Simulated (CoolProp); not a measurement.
Vapour-liquid equilibrium of nitrogen (1) + oxygen (2) at 0.0467 MPa; x and y are mole fractions of (1).

Model: multi-fluid Helmholtz-energy mixture model, Span 2000 and Schmidt 1985; pair parameters Gernert 2013, in CoolProp.

| x | bubble temperature (K) | y at the bubble point | dew temperature at overall composition x (K) | liquid density (mol/L) |
|---|---|---|---|---|
| 0.05 | 81.9 | 0.210 | 83.0 | 36.43 |
| 0.15 | 79.6 | 0.474 | 82.3 | 35.81 |
| 0.25 | 77.9 | 0.629 | 81.6 | 35.12 |
| 0.35 | 76.6 | (withheld) | 80.7 | 34.40 |
| 0.45 | 75.5 | 0.802 | 79.8 | 33.67 |
| 0.55 | 74.5 | (withheld) | 78.8 | 32.94 |
| 0.65 | 73.7 | 0.900 | 77.6 | (withheld) |
| 0.75 | 72.9 | 0.936 | 76.3 | 31.49 |
| 0.85 | 72.3 | (withheld) | 74.6 | 30.78 |
| 0.95 | 71.6 | (withheld) | 72.6 | 30.08 |

Question: What belongs in the gaps?

Answer: 
- 0.35, y at the bubble point: 0.730
- 0.55, y at the bubble point: 0.857
- 0.65, liquid density (mol/L): 32.21
- 0.85, y at the bubble point: 0.965
- 0.95, y at the bubble point: 0.989

No azeotrope shows between x = 0.05 and 0.95.

Pair parameters are fitted to limited data, so mixtures are less certain than the pure fluids.
